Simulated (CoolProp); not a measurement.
Vapour-liquid equilibrium of m-xylene (1) + n-undecane (2) at 0.00741 MPa; x and y are mole fractions of (1).

Values from CoolProp's multi-fluid Helmholtz-energy mixture model, Zhou 2012 and Aleksandrov 2011; pair parameters Bell 2016.

| x | bubble temperature (K) | y at the bubble point | dew temperature at overall composition x (K) | liquid density (mol/L) |
|---|---|---|---|---|
| 0.05 | (withheld) | 0.251 | 384.4 | 4.411 |
| 0.2 | 366.4 | 0.643 | 380.9 | 4.805 |
| 0.35 | (withheld) | 0.811 | 376.9 | 5.229 |
| 0.5 | 350.4 | 0.896 | 372.1 | 5.697 |
| 0.65 | 345.0 | 0.946 | 366.1 | 6.225 |
| 0.8 | (withheld) | 0.976 | 358.0 | 6.829 |
| 0.95 | 336.9 | (withheld) | 344.5 | 7.530 |

Problem. Fill in the missing entries.

Solution. 
- 0.05, bubble temperature (K): 379.6
- 0.35, bubble temperature (K): 357.3
- 0.8, bubble temperature (K): 340.6
- 0.95, y at the bubble point: 0.995

No azeotrope shows between x = 0.05 and 0.95.

The pair parameters rest on a limited set of measurements; away from them the model extrapolates.
